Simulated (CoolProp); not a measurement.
Vapour-liquid equilibrium of propylene (1) + 1-butene (2) at 30.35 °C; x and y are mole fractions of (1).

Values from CoolProp's multi-fluid Helmholtz-energy mixture model, Lemmon 2013 and Lemmon 2005; pair parameters Bell 2016.

```
x     bubble pressure, mixture model (MPa)  bubble pressure, Raoult's law (MPa)  y, mixture model  y, Raoult's law
----  ------------------------------------  -----------------------------------  ----------------  ---------------
0.05                                0.3918                               0.3969             0.144            0.166
0.2                                 0.5241                               0.5420             0.439            0.486
0.35                                0.6603                               0.6871             0.623            0.670
0.5                                 0.8011                               0.8323             0.750            0.791
0.65                                0.9471                               0.9774             0.845            0.875
0.8                                  1.100                                1.123             0.920            0.938
0.95                                 1.260                                1.268             0.981            0.986
```

The largest gap from Raoult's law is -3.9 % in bubble pressure, at x = 0.35. No azeotrope shows between x = 0.05 and 0.95.

Pair parameters are fitted to limited data, so mixtures are less certain than the pure fluids.
